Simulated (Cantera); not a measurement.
Input: 1 mol PbO, 0.54 mol CH4, 0.038 mol CO, equilibrated at 1148 K and 10.0 mbar.

Cantera equilibrium calculation (NASA polynomials, part measured and part estimated; ideal gas, pure solids and liquids). Candidate condensed phases: C, C6H6, C7H8, C8H18, H2O, Pb, PbO, PbO2, Pb3O4; 113 gas species. Kinetics and transport are ignored.

What is the equilibrium state?


- x(H2) = 0.450
- x(CO) = 0.252
- x(H2O) = 0.183
- x(CO2) = 0.0867
- x(Pb) = 0.0280
- n(Pb(l)) = 0.952 mol
- gas amount = 1.706 mol
- log10 activity of C(graphite) (absent) = -3.53
- log10 activity of PbO2(s) (absent) = -15.28
